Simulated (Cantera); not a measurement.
**C2F6 + H2 (fluorocarbon and chlorocarbon gases)**

Input: 1 mol C2F6, 1 mol H2, held at 120 Pa.

Equilibrium computed with Cantera from the NASA thermochemical tables; the gas is ideal and each condensed phase is pure. Candidate condensed phases: C, C6H6, C7H8, C8H18; 95 gas species. The feed counts by its element totals alone. Gases not in the tables: C2F6 and larger saturated fluorocarbons. Equilibrium is a limit: real reactors are often held back by kinetics, nucleation or transport.

| T (°C) | x HF | x F | x CF4 | x CF2 | x H | x C3 | x C | x CF | x C2 | n C(graphite) |
|---|---|---|---|---|---|---|---|---|---|---|
| 1252 | 0.666 | 0.000352 | 0.332 | 0.00103 | 2.89e-8 | <1e-12 | <1e-12 | 7.24e-8 | <1e-12 | 0.999 |
| 1452 | 0.659 | 0.00632 | 0.321 | 0.0129 | 3.38e-7 | 8.71e-12 | 2.62e-11 | 6.00e-6 | <1e-12 | 0.985 |
| 1652 | 0.609 | 0.0587 | 0.245 | 0.0836 | 2.37e-6 | 3.38e-9 | 4.73e-9 | 0.000185 | 2.83e-10 | 0.908 |
| 1852 | 0.464 | 0.265 | 0.0588 | 0.206 | 1.28e-5 | 4.17e-7 | 3.20e-7 | 0.00219 | 3.60e-8 | 0.829 |
| 2052 | 0.376 | 0.491 | 0.00144 | 0.122 | 9.89e-5 | 2.20e-5 | 1.04e-5 | 0.00895 | 1.96e-6 | 1.29 |
| 2252 | 0.345 | 0.592 | 1.68e-5 | 0.0402 | 0.000852 | 0.000609 | 0.000195 | 0.0209 | 5.64e-5 | 1.63 |
| 2452 | 0.324 | 0.607 | 2.19e-7 | 0.0118 | 0.00621 | 0.0102 | 0.00236 | 0.0372 | 0.000980 | 1.49 |
| 2652 | 0.260 | 0.564 | 2.97e-9 | 0.00284 | 0.0321 | 0.0682 | 0.0171 | 0.0468 | 0.00811 | 0 |
| 2852 | 0.168 | 0.589 | 5.59e-11 | 0.000526 | 0.0952 | 0.0502 | 0.0499 | 0.0330 | 0.0138 | 0 |
x: gas mole fraction; n: condensed amount in mol.

From 1252 °C to 2452 °C the condensed part is C(graphite). From 2652 °C to 2852 °C nothing is condensed. The main C-bearing gas is CF4 at 1252 °C and C3 at 2852 °C.
